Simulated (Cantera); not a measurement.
A closed system holds: 1 mol HMDSO, 12 mol H2O, 27 mol NO, equilibrated at 0.490 bar.

Method: chemical equilibrium by Gibbs-energy minimisation in Cantera with the NASA 1993 tables (ideal gas, pure condensed phases). Candidate condensed phases: C, C6H6, C7H8, C8H18, H2O, Si, SiC, SiO2, Si2N2O, Si3N4; 151 gas species. The feed counts by its element totals alone. The tables hold silica as quartz up to 1696 K and as liquid above; real silica turns to tridymite and cristobalite and melts near 1996 K. Gases not in the tables: Si(OH)4. Equilibrium is a limit: real reactors are often held back by kinetics, nucleation or transport. All values below are at 1948 K.

Base state: H2O 0.497, N2 0.320, CO2 0.142, O2 0.0349, OH 0.00268, NO 0.00172, CO 0.000917, H2 0.000733 (mole fractions); condensed: SiO2(condensed).

Problem. What changes in the equilibrium state with this change: pressure from 0.490 bar to 0.100 bar?

Solution. 
```tsv
species	before	after
H2O	0.497	0.495
N2	0.320	0.320
CO2	0.142	0.140
OH	0.00268	0.00400
O2	0.0349	0.0354
H	4.37e-5	0.000143
O	0.000119	0.000264
H2	0.000733	0.00160
CO	0.000917	0.00200
SiO2(condensed), mol	2.00	2.00
```
